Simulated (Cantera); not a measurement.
A perfectly stirred reactor is fed with 0.841 % CH2O, 1.37 % O2, 97.8 % N2, equivalence ratio 0.61, at 82000 Pa; it is held at 1250 K, and followed from long to short residence time.

Cantera simulation using GRI-Mech 3.0 (53 species, 325 reactions); the numbers are that mechanism's predictions, not measurements.

One state of this run: x CH2O = 3.68e-6; x O2 = 0.00549; x H = 2.22e-5; x O = 3.98e-5; x H2O = 0.00832; x CO = 0.000422; x CH2 = <1e-12. x: mole fraction; the columns are a selection and need not sum to one.

**Question.** Which value of τ (s) does it belong to?
A) 0.0026
B) 0.17
C) 2.9
D) 0.71

**Answer.** B, 0.17
